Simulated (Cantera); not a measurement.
Input: 1 mol PbO, 2.4 mol CO, 1.3 mol CH4, at 2025 °C and 1 atm.

Method: chemical equilibrium by Gibbs-energy minimisation in Cantera with the NASA 1993 tables (ideal gas, pure condensed phases). Kinetics and transport are ignored.

```tsv
species	before	after
CO	0.484	0.451
H2	0.366	0.271
H	0.00576	0.144
Pb	0.142	0.133
CH4	2.92e-5	1.90e-8
Pb2	5.97e-5	6.13e-8
C3	1.59e-8	1.34e-5
C2H	1.11e-6	2.77e-5
C2H2 (acetylene)	0.00157	0.00116
C(graphite), mol	0.278	0.282
```
Gas species are given as mole fractions.

Task: Name the change that produced these shifts.
A) pressure from 1 atm to 10.0 mbar
B) temperature from 2025 °C to 675 °C
C) CH4 from 1.3 to 0.37 mol
D) pressure from 1 atm to 1.20 mbar

Result: D, pressure from 1 atm to 1.20 mbar
